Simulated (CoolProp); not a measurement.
Vapour-liquid equilibrium of propylene (1) + R114 (2) at 7.65 °C; x and y are mole fractions of (1).

Values from CoolProp's multi-fluid Helmholtz-energy mixture model, Lemmon 2013 and Platzer 1990; pair parameters Bell 2016. This equation is an older, rougher fit; its heat capacities, sound speeds and derivatives of the liquid may be far off and weren't checked against measurements.

```tsv
x	bubble pressure (bar)	y at the bubble point	dew pressure at overall composition x (bar)	liquid density (mol/L)
0.05	1.598	[?]	1.236	8.952
0.2	2.810	0.640	1.444	[?]
0.35	3.871	[?]	1.734	9.859
0.5	4.762	0.844	[?]	10.38
0.65	5.533	0.893	[?]	[?]
0.8	[?]	0.936	4.176	11.62
0.95	7.020	[?]	6.492	12.41
```

Task: Complete the blanks.

Result: 
- 0.05, y at the bubble point: 0.287
- 0.2, liquid density (mol/L): 9.388
- 0.35, y at the bubble point: 0.773
- 0.5, dew pressure at overall composition x (bar): 2.165
- 0.65, dew pressure at overall composition x (bar): 2.871
- 0.65, liquid density (mol/L): 10.96
- 0.8, bubble pressure (bar): 6.260
- 0.95, y at the bubble point: 0.982

No azeotrope shows between x = 0.05 and 0.95.

Pair parameters are fitted to limited data, so mixtures are less certain than the pure fluids.
